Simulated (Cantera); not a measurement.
Adiabatic ignition

An adiabatic, constant-pressure homogeneous reactor starts with H₂ : O₂ : N₂ = 1 : 0.227 : 0.855 (molar parts), at 1798 K and 3.20 bar.

Computed with Cantera and GRI-Mech 3.0 (53 species, 325 reactions). The hydrogen kinetics of GRI-Mech 3.0 are dated; newer H2 mechanisms differ, most at raised pressure.

| t (s) | T (K) | x H₂ | x O₂ | x H₂O₂ | x NO₂ | x H | x OH |
|---|---|---|---|---|---|---|---|
| 8.00e-6 | 2610 | 0.249 | 0.00131 | 2.11e-7 | 1.40e-9 | 0.0868 | 0.0169 |
| 1.92e-5 | 2858 | 0.265 | 0.000599 | 1.52e-7 | 4.22e-9 | 0.0559 | 0.0136 |
| 4.60e-5 | 2960 | 0.272 | 0.000366 | 1.26e-7 | 1.07e-8 | 0.0432 | 0.0114 |
| 0.000110 | 2967 | 0.273 | 0.000344 | 1.23e-7 | 2.35e-8 | 0.0420 | 0.0112 |
| 0.000265 | 2966 | 0.273 | 0.000337 | 1.21e-7 | 4.38e-8 | 0.0418 | 0.0110 |
| 0.000635 | 2964 | 0.274 | 0.000333 | 1.20e-7 | 5.68e-8 | 0.0416 | 0.0110 |
| 0.00152 | 2964 | 0.274 | 0.000333 | 1.20e-7 | 5.80e-8 | 0.0416 | 0.0110 |
| 0.00365 | 2964 | 0.274 | 0.000333 | 1.20e-7 | 5.80e-8 | 0.0416 | 0.0110 |
| 0.00876 | 2964 | 0.274 | 0.000333 | 1.20e-7 | 5.80e-8 | 0.0416 | 0.0110 |
| 0.0210 | 2964 | 0.274 | 0.000333 | 1.20e-7 | 5.80e-8 | 0.0416 | 0.0110 |
| 0.0504 | 2964 | 0.274 | 0.000333 | 1.20e-7 | 5.80e-8 | 0.0416 | 0.0110 |
| 0.121 | 2964 | 0.274 | 0.000333 | 1.20e-7 | 5.80e-8 | 0.0416 | 0.0110 |
| 0.290 | 2964 | 0.274 | 0.000333 | 1.20e-7 | 5.80e-8 | 0.0416 | 0.0110 |
| 0.695 | 2964 | 0.274 | 0.000333 | 1.20e-7 | 5.80e-8 | 0.0416 | 0.0110 |
| 1.67 | 2964 | 0.274 | 0.000333 | 1.20e-7 | 5.80e-8 | 0.0416 | 0.0110 |
| 4.00 | 2964 | 0.274 | 0.000333 | 1.20e-7 | 5.80e-8 | 0.0416 | 0.0110 |
x: mole fraction; the columns are a selection and need not sum to one.

The time of steepest temperature rise is 2.03 µs and the temperature at 4.00 s is 2964 K. The equilibrium temperature is 2964 K and the x(H₂) at 4.00 s is 0.274 (gas-phase equilibrium 0.274). The x(O₂) at 4.00 s is 0.000333 (gas-phase equilibrium 0.000333) and the x(H₂O₂) at 4.00 s is 1.20e-7 (gas-phase equilibrium 1.20e-7).
